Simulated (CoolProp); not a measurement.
Aqueous potassium formate as a coolant, 14 % by mass, freezing at -7.3 °C, 1 atm.

Model: Melinder's fits for secondary coolants, in CoolProp.

```
T (°C)  density (kg/m³)  viscosity (mPa s)  Prandtl number  cp (kJ/(kg K))
------  ---------------  -----------------  --------------  --------------
-5.8               1090               2.48            16.9           3.651
0.6                1089               2.03            13.7           3.653
7                  1088               1.70            11.2           3.657
13.4               1086               1.44            9.41           3.661
19.7               1084               1.25            8.01           3.666
26.1               1082               1.08            6.88           3.671
32.5               1080              0.953            5.97           3.676
38.9               1078              0.842            5.21           3.681
```
